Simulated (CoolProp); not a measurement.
Propylene at several states: density (kg/m³) from the reference equation and from simpler models built on Tc = 364.2 K, pc = 4555 kPa, ω = 0.146; each cubic takes its own stable root.

Computed with CoolProp (reference Helmholtz-energy equation of state, Lemmon 2013).

| T (K) | p (kPa) | phase | reference | Redlich-Kwong | Soave-Redlich-Kwong |
|---|---|---|---|---|---|
| 199.4 | 293 | liquid | 641.7 | 597.5 | 602.9 |
| 465.3 | 2690 | gas | 32.26 | 32.47 | 32.08 |
| 303.7 | 63 | gas | 1.059 | 1.058 | 1.059 |
